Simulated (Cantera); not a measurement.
Mixture: CH4 : O2 : N2 : H2O = 1 : 2.41 : 9.16 : 1.5 (molar parts), at 1000000 Pa, adiabatic and at constant pressure. Ignition delay is the time to a rise of 400 K.

Cantera simulation using GRI-Mech 3.0 (53 species, 325 reactions); the numbers are that mechanism's predictions, not measurements.

Task: Predict: delay at 1025 K; delay at 1125 K; delay at 1225 K; delay at 1325 K; apparent activation energy between 1275 and 1375 K.

Result: 
- delay at 1025 K = 53.6 ms
- delay at 1125 K = 11.9 ms
- delay at 1225 K = 3.45 ms
- delay at 1325 K = 1.17 ms
- apparent activation energy between 1275 and 1375 K = 150 kJ/mol
